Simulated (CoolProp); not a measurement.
The numbers come from the reference Helmholtz-energy equation of state, Zhou 2014 in CoolProp.

### Question
For cyclohexane, give the phase and the density (kg/m³), expansivity (1/kK), viscosity (µPa s) at 197.85 °C and 2230 kPa; 197.85 °C and 2780 kPa; 197.85 °C and 6120 kPa.

### Answer
- 197.85 °C and 2230 kPa: liquid; density 585, expansivity 2.61, viscosity 141
- 197.85 °C and 2780 kPa: liquid; density 587, expansivity 2.52, viscosity 143
- 197.85 °C and 6120 kPa: liquid; density 601, expansivity 2.14, viscosity 154

Viscosity comes from a separate model (Tariq 2014).
